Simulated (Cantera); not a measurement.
A closed system holds: 1 mol NiS, 38 mol H₂, held at 1.33 mbar.

These are equilibrium values from Cantera (NASA tables, ideal gas, pure condensed phases), not measurements of a reactor. Candidate condensed phases: Ni, NiS, NiS₂, Ni₃S₂, Ni₃S₄, S; 9 gas species. Metal and sulfide melt together well below either melting point, which pure phases cannot show. Mutual solubility and eutectic melting of coexisting phases are not modelled. Gases not in the tables: S₃ to S₇. Equilibrium is a limit: real reactors are often held back by kinetics, nucleation or transport.

### Question
Which condensed phases are stable at each of these points (T (K)): 625, 700, 775, 850, 925, 1000, 1075, 1150, 1225, 1300, 1375, 1450, 1525?

### Answer
```tsv
T (K)	condensed phases	Ni condensed (%)
625	Ni₃S₂(s)	100.0
700	Ni₃S₂(s)	100.0
775	Ni₃S₂(s)	100.0
850	Ni₃S₂(s)	100.0
925	Ni₃S₂(s)	100.0
1000	Ni₃S₂(s)	100.0
1075	Ni₃S₂(l)	100.0
1150	Ni₃S₂(l)	100.0
1225	Ni₃S₂(l)	100.0
1300	Ni(s) + Ni₃S₂(l)	100.0
1375	Ni(s) + Ni₃S₂(l)	100.0
1450	Ni(s) + Ni₃S₂(l)	99.9
1525	Ni(s)	99.6
```

From 625 K to 1000 K the condensed part is Ni₃S₂(s). From 1075 K to 1225 K the condensed part is Ni₃S₂(l). From 1300 K to 1450 K the condensed part is Ni(s) + Ni₃S₂(l). At 1525 K the condensed part is Ni(s).
